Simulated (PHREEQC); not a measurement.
Make-up at 20 °C: 0.26 mol HF and 5e-05 mol NH4F per kg of water. Closed to the air; pH follows from the charge balance.

The numbers come from PHREEQC with the ion-association model, phreeqc.dat.

This is a speciation only: nothing precipitates in the calculation.

Q: Order these F species by the share of F that they hold, largest first: HF, HF2-, F-.

A: HF (89 %), HF2- (7.1 %), F- (4.2 %)

The pH is 1.75 and the ionic strength 0.0201 mol/kgw.
